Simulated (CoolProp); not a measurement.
A simple Rankine cycle with dimethyl ether: condensing at 314.15 K, boiler at 2.98 MPa, turbine inlet 370 K, turbine efficiency 0.85, pump efficiency 0.7, no recuperator. Each further row changes one setting.

The numbers come from the reference Helmholtz-energy equation of state, Wu 2011 in CoolProp.

| case | thermal efficiency (%) | net work (kJ/kg) | heat in (kJ/kg) | turbine exit temperature (K) | volume ratio over the turbine |
|---|---|---|---|---|---|
| as stated | 10.0 | (withheld) | 407 | 314.2 | (withheld) |
| turbine inlet 390 K | 10.4 | 47.9 | 459 | 333.9 | 3.33 |
| condensing temperature 306.15 K | 11.4 | 48.7 | 427 | 306.1 | 4.33 |
| boiler pressure 2.09 MPa | (withheld) | 34.2 | 443 | 332.5 | 2.29 |
| turbine efficiency 0.75 | (withheld) | 35.4 | 407 | 314.2 | 3.56 |

Q: Some entries are withheld; supply them.

A: 
- as stated, net work (kJ/kg): 40.8
- as stated, volume ratio over the turbine: 3.51
- boiler pressure 2.09 MPa, thermal efficiency (%): 7.7
- turbine efficiency 0.75, thermal efficiency (%): 8.7

The expansion ends wet for: as stated; condensing temperature 306.15 K; turbine efficiency 0.75.
